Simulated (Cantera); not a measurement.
Mixture: H2 : O2 : N2 = 1 : 0.806 : 3.95 (molar parts), at 0.880 bar, adiabatic and at constant pressure. Ignition delay is the time to a rise of 400 K.

Detailed kinetics in Cantera: GRI-Mech 3.0 (53 species, 325 reactions). Where the delays flatten at high temperature, the 400 K rule measures the pace of heat release, not the induction time.

**Question.** Predict: delay at 998 K; delay at 1048 K; delay at 1098 K; delay at 1148 K; delay at 1198 K; delay at 1248 K; delay at 1298 K.

**Answer.** 
```
Quantity            Value
---------------  --------
delay at 998 K   0.362 ms
delay at 1048 K  0.191 ms
delay at 1098 K  0.125 ms
delay at 1148 K   90.7 µs
delay at 1198 K   70.5 µs
delay at 1248 K   57.6 µs
delay at 1298 K   49.2 µs
```
